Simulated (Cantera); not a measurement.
What does this Cantera script print?

```python
import numpy as np
import cantera as ct

gas_names = """
    CF4 Pb CF3 C2F4
""".split()
cond_names = """
    PbF2(a) PbF2(b) PbF2(L) Pb(cr) Pb(L)
""".split()


# ... load() reads the species with a 1 bar reference pressure and builds the phases ...
species = {s.name: s for s in load("nasa_gas.yaml", gas_names) + load("nasa_condensed.yaml", cond_names)}
# Each term lists the table entries of one substance; the one whose range holds T is used.
reactions = {
    '2 CF4(g) + Pb(g) = 2 CF3(g) + PbF2':
        [(-2, ['CF4']), (-1, ['Pb']), (2, ['CF3']), (1, ['PbF2(a)', 'PbF2(b)', 'PbF2(L)'])],
    'Pb + 2 CF3(g) = C2F4(g) + PbF2':
        [(-1, ['Pb(cr)', 'Pb(L)']), (-2, ['CF3']), (1, ['C2F4']), (1, ['PbF2(a)', 'PbF2(b)', 'PbF2(L)'])],
}


def pick(names, T):
    return next(species[n] for n in names if species[n].thermo.min_temp <= T <= species[n].thermo.max_temp)


results = []
for label, terms in reactions.items():
    print(label)
    print("     T/K   dH/kJ  dS/(J/K)   dG/kJ   log10 K")
    for T in [1373, 1473, 1573, 1673, 1773, 1873, 1973, 2073]:
        used = [(nu, pick(names, T)) for nu, names in terms]
        dH = sum(nu * s.thermo.h(T) for nu, s in used) / 1e6
        dS = sum(nu * s.thermo.s(T) for nu, s in used) / 1e3
        dG = dH - T * dS / 1e3
        logK = -dG * 1e6 / (ct.gas_constant * T * np.log(10))
        results.append((label, T, dH, dS, dG, logK, [s.name for _, s in used]))
        print(f"{T:8g} {dH:8.1f} {dS:8.1f} {dG:8.1f} {logK:8.2f}")
```

Result:

```
2 CF4(g) + Pb(g) = 2 CF3(g) + PbF2
     T/K   dH/kJ  dS/(J/K)   dG/kJ   log10 K
    1373    109.8     15.6     88.4    -3.36
    1473    113.9     18.5     86.7    -3.07
    1573    117.9     21.1     84.7    -2.81
    1673    121.8     23.5     82.5    -2.57
    1773    125.6     25.7     80.0    -2.36
    1873    129.3     27.8     77.3    -2.16
    1973    133.0     29.7     74.5    -1.97
    2073    136.5     31.4     71.4    -1.80
Pb + 2 CF3(g) = C2F4(g) + PbF2
     T/K   dH/kJ  dS/(J/K)   dG/kJ   log10 K
    1373   -340.6   -116.8   -180.3     6.86
    1473   -335.8   -113.4   -168.7     5.98
    1573   -331.0   -110.3   -157.6     5.23
    1673   -326.3   -107.3   -146.7     4.58
    1773   -321.5   -104.6   -136.1     4.01
    1873   -316.7   -102.0   -125.8     3.51
    1973   -312.0    -99.5   -115.7     3.06
    2073   -307.2    -97.1   -105.9     2.67
```

Cantera with NASA thermochemical tables; ideal gases at 1 bar, condensed phases pure. The tables' values for C2F4 are old estimates. Condensed species are held in their standard states even where they would react or evaporate.
